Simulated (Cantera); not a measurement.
# Thermodynamics of chlorosilane synthesis and conversion, feed Si + Cl2 + H2

A closed system holds: 1 mol Si, 0.51 mol Cl2, 5 mol H2, at 1.40 bar.

Cantera equilibrium calculation (NASA polynomials, part measured and part estimated; ideal gas, pure solids and liquids). Candidate condensed phases: Si; 19 gas species. The tables' values for SiCl3 are old estimates; treat these amounts as uncertain. Rates play no part.

| T (°C) | x H2 | x HCl | x SiCl2 | x SiCl4 | x SiHCl3 | x SiCl3 | x SiH2Cl2 | x SiH3Cl | n Si(s) |
|---|---|---|---|---|---|---|---|---|---|
| 725 | 0.938 | 0.00769 | 0.000107 | 0.0278 | 0.0235 | 0.000348 | 0.00214 | 4.97e-5 | 0.718 |
| 825 | 0.932 | 0.0163 | 0.000581 | 0.0261 | 0.0217 | 0.00104 | 0.00215 | 5.67e-5 | 0.729 |
| 925 | 0.922 | 0.0298 | 0.00226 | 0.0227 | 0.0189 | 0.00241 | 0.00206 | 6.14e-5 | 0.744 |
| 1025 | 0.907 | 0.0474 | 0.00658 | 0.0174 | 0.0150 | 0.00437 | 0.00183 | 6.25e-5 | 0.760 |
| 1125 | 0.891 | 0.0661 | 0.0144 | 0.0108 | 0.0102 | 0.00604 | 0.00145 | 5.94e-5 | 0.769 |
| 1225 | 0.877 | 0.0812 | 0.0241 | 0.00515 | 0.00572 | 0.00624 | 0.00101 | 5.23e-5 | 0.771 |
| 1325 | 0.868 | 0.0899 | 0.0321 | 0.00197 | 0.00273 | 0.00505 | 0.000631 | 4.35e-5 | 0.768 |
x: gas mole fraction; n: condensed amount in mol.

From 725 °C to 1325 °C the condensed part is Si(s). The main Si-bearing gas is SiCl4 at 725 °C and SiCl2 at 1325 °C. The share of Si in condensed phases is highest at 1225 °C (77.1 %) and lowest at 725 °C (71.8 %).
